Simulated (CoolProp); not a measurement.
Vapour-liquid equilibrium of ethylene (1) + n-butane (2) at 0.132 MPa; x and y are mole fractions of (1).

Values from CoolProp's multi-fluid Helmholtz-energy mixture model, Smukala 2000 and Bücker 2006; pair parameters Bell 2016.

```tsv
x	bubble temperature (°C)	y at the bubble point	dew temperature at overall composition x (°C)	liquid density (mol/L)
0.05	-31.4	0.802	5.2	11.12
0.15	-59.3	0.963	2.1	(withheld)
0.25	-69.8	(withheld)	(withheld)	12.90
0.35	-76.2	0.991	-4.9	13.67
0.45	-81.2	0.995	-9.1	14.47
0.55	(withheld)	0.997	-13.9	15.34
0.65	-89.4	0.998	-19.6	(withheld)
0.75	-92.8	0.999	(withheld)	17.26
0.85	(withheld)	1.000	-36.7	18.32
0.95	-98.1	1.000	(withheld)	19.43
```

Fill in the missing entries.


- 0.15, liquid density (mol/L): 12.13
- 0.25, y at the bubble point: 0.983
- 0.25, dew temperature at overall composition x (°C): -1.2
- 0.55, bubble temperature (°C): -85.6
- 0.65, liquid density (mol/L): 16.27
- 0.75, dew temperature at overall composition x (°C): -26.8
- 0.85, bubble temperature (°C): -95.8
- 0.95, dew temperature at overall composition x (°C): -55.1

No azeotrope shows between x = 0.05 and 0.95.

The pair parameters rest on a limited set of measurements; away from them the model extrapolates. The gap from Raoult's law changes sign with composition, which may be real or a fault of the pair parameters; it wasn't checked against measurements.
